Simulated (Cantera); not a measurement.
Cantera run:

```python
import numpy as np
import cantera as ct

gas_names = """
    B BH BH2 BH3 BO BO2 B2 B2O B2O2 B2O3 B3O3H3 H HBO HBO2 HO2 H2 H2O H2O2 H3B3O6 O OH O2 O3
""".split()
cond_names = """
    B(b) B(L) B2O3(L) B3O3H3(cr) H2O(s) H2O(L)
""".split()


# ... load() reads the species with a 1 bar reference pressure and builds the phases ...
atoms = {
    'B': {'B': 1},
    'H2O': {'H': 2, 'O': 1},
}
top_T = {}  # K; cautious upper limits of use, not melting points


# ... equilibrate(T, P, feed) seeds the gas with the atoms and calls Mixture.equilibrate('TP', solver="vcs", rtol=1e-11, max_steps=5000) ...
results = []
feed = {'B': 1, 'H2O': 1.6}  # mol
T = 1623.15  # K
for P in [1000, 2200, 4600, 10000, 22000, 46000, 100000, 220000, 460000, 1000000]:
    mix = equilibrate(T, P, feed)
    results.append((T, P, feed, dict(zip(mix.species_names, mix.species_moles))))
    x = sorted(zip(gas.X, gas.species_names), reverse=True)
    print(f"T = {T:g} K  P = {P:g} Pa  gas = {mix.phase_moles(0):.4g} mol")
    print("   x: " + "  ".join(f"{s} {v:.3e}" for v, s in x if v > 1e-05))
    print("   condensed (mol): " + ("  ".join(f"{mix.phase(i).name} {mix.phase_moles(i):.4g}"
          for i in range(1, mix.n_phases) if mix.phase_moles(i) > 1e-12) or "none"))
```

It prints:

```
T = 1623.15 K  P = 1000 Pa  gas = 1.718 mol
   x: H2 8.680e-01  HBO2 8.697e-02  B2O3 2.203e-02  H2O 1.733e-02  HBO 4.816e-03  H 6.449e-04  B2O2 1.465e-04  BO 7.881e-05
   condensed (mol): B2O3(L) 0.383
T = 1623.15 K  P = 2200 Pa  gas = 1.679 mol
   x: H2 8.902e-01  HBO2 7.106e-02  H2O 2.545e-02  B2O3 1.001e-02  HBO 2.748e-03  H 4.403e-04  B2O2 4.648e-05  BO 2.993e-05
   condensed (mol): B2O3(L) 0.4211
T = 1623.15 K  P = 4600 Pa  gas = 1.656 mol
   x: H2 9.039e-01  HBO2 5.612e-02  H2O 3.318e-02  B2O3 4.789e-03  HBO 1.690e-03  H 3.069e-04  B2O2 1.731e-05  BO 1.263e-05
   condensed (mol): B2O3(L) 0.4441
T = 1623.15 K  P = 10000 Pa  gas = 1.639 mol
   x: H2 9.140e-01  HBO2 4.205e-02  H2O 4.050e-02  B2O3 2.203e-03  HBO 1.049e-03  H 2.093e-04
   condensed (mol): B2O3(L) 0.461
T = 1623.15 K  P = 22000 Pa  gas = 1.627 mol
   x: H2 9.212e-01  H2O 4.657e-02  HBO2 3.040e-02  B2O3 1.001e-03  HBO 6.647e-04  H 1.417e-04  H3B3O6 1.630e-05
   condensed (mol): B2O3(L) 0.4731
T = 1623.15 K  P = 46000 Pa  gas = 1.619 mol
   x: H2 9.260e-01  H2O 5.095e-02  HBO2 2.199e-02  B2O3 4.789e-04  HBO 4.418e-04  H 9.822e-05  H3B3O6 2.697e-05
   condensed (mol): B2O3(L) 0.481
T = 1623.15 K  P = 100000 Pa  gas = 1.613 mol
   x: H2 9.296e-01  H2O 5.437e-02  HBO2 1.541e-02  HBO 2.912e-04  B2O3 2.203e-04  H 6.674e-05  H3B3O6 4.384e-05
   condensed (mol): B2O3(L) 0.4869
T = 1623.15 K  P = 220000 Pa  gas = 1.609 mol
   x: H2 9.321e-01  H2O 5.684e-02  HBO2 1.062e-02  HBO 1.925e-04  B2O3 1.001e-04  H3B3O6 6.950e-05  H 4.506e-05
   condensed (mol): B2O3(L) 0.491
T = 1623.15 K  P = 460000 Pa  gas = 1.606 mol
   x: H2 9.338e-01  H2O 5.845e-02  HBO2 7.448e-03  HBO 1.315e-04  H3B3O6 1.048e-04  B2O3 4.789e-05  H 3.119e-05
   condensed (mol): B2O3(L) 0.4936
T = 1623.15 K  P = 1e+06 Pa  gas = 1.604 mol
   x: H2 9.350e-01  H2O 5.960e-02  HBO2 5.101e-03  H3B3O6 1.591e-04  HBO 8.846e-05  B2O3 2.203e-05  H 2.117e-05
   condensed (mol): B2O3(L) 0.4954
```

Equilibrium computed with Cantera from the NASA thermochemical tables; the gas is ideal and each condensed phase is pure. Gases not in the tables: H3BO3.
